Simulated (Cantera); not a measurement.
# Stirred combustor or abatement burner

A perfectly stirred reactor is fed with CO : H2 : O2 : N2 = 1 : 0.29 : 0.403 : 2.18 (molar parts), equivalence ratio 1.6, at 4.93 atm; it is adiabatic with a 673 K inlet, and is followed from long to short residence time, starting on the burning branch (τ in s: 0.12, 0.047, 0.018, 0.007, 0.0027, 0.001, 0.0004, 0.00016, 6.1e-05).

Detailed kinetics in Cantera: GRI-Mech 3.0 (53 species, 325 reactions). The hydrogen kinetics of GRI-Mech 3.0 are dated; newer H2 mechanisms differ, most at raised pressure.

```csv
τ (s),T (K),x CO,x H2,x O2,x N2O,x OH,x HO2,x O
0.12,2284,0.129,0.0106,8.05e-5,2.58e-8,0.000600,3.14e-8,2.18e-5
0.047,2281,0.129,0.0106,0.000139,3.28e-8,0.000767,5.82e-8,3.59e-5
0.018,2275,0.130,0.0106,0.000269,4.52e-8,0.00107,1.30e-7,7.07e-5
0.0070,2264,0.130,0.0107,0.000542,6.41e-8,0.00153,3.06e-7,0.000150
0.0027,2246,0.131,0.0108,0.00111,9.11e-8,0.00221,7.11e-7,0.000327
0.0010,2212,0.133,0.0110,0.00226,1.28e-7,0.00314,1.62e-6,0.000718
0.00040,2161,0.136,0.0114,0.00411,1.66e-7,0.00413,3.25e-6,0.00141
0.00016,2086,0.140,0.0120,0.00692,2.02e-7,0.00507,6.23e-6,0.00258
6.1e-5,1975,0.147,0.0127,0.0111,2.32e-7,0.00570,1.18e-5,0.00444
```
x: mole fraction; the columns are a selection and need not sum to one.
